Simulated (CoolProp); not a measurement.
Vapour-liquid equilibrium of methanol (1) + water (2) at 440 K; x and y are mole fractions of (1).

The numbers come from the multi-fluid Helmholtz-energy mixture model, de Reuck 1993 and Wagner 2002; pair parameters Bell 2016 in CoolProp.

Task: Give the bubble pressure and the first vapour's composition at x = 0.05, 0.2, 0.5. Is there an azeotrope?

Result: x = 0.05: 8.232 bar, y = 0.143; x = 0.2: 10.62 bar, y = 0.417; x = 0.5: 14.62 bar, y = 0.703. No azeotrope shows between x = 0.05 and 0.95.

The pair parameters rest on a limited set of measurements; away from them the model extrapolates.
